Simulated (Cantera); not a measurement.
An isothermal, constant-pressure homogeneous reactor starts with CH₄ : H₂ : N₂ = 0.042 : 1 : 0.002 (molar parts), at 1423 K and 0.0345 atm.

Model: GRI-Mech 3.0 (53 species, 325 reactions), integrated in Cantera. GRI-Mech 3.0 stops at C3 and has no aromatics, soot or wall deposition, so with more carbon than oxygen in the feed, carbon stays in small species such as C2H2 where larger ones or solid carbon would form. Radical loss at walls, strong at low pressure, is not modelled.

Task: Predict: x(CH₄) at 40.0 s; x(H₂) at 40.0 s; x(C₂H₂) at 40.0 s; x(H) at 40.0 s; x(C₂H₄) at 40.0 s.

Result: 
```
Item                                                  Value
-----------------  ----------------------------------------
x(CH₄) at 40.0 s     0.0327 (gas-phase equilibrium 0.00817)
x(H₂) at 40.0 s         0.962 (gas-phase equilibrium 0.975)
x(C₂H₂) at 40.0 s    0.00352 (gas-phase equilibrium 0.0142)
x(H) at 40.0 s      2.94e-5 (gas-phase equilibrium 3.53e-5)
x(C₂H₄) at 40.0 s  9.20e-5 (gas-phase equilibrium 0.000308)
```
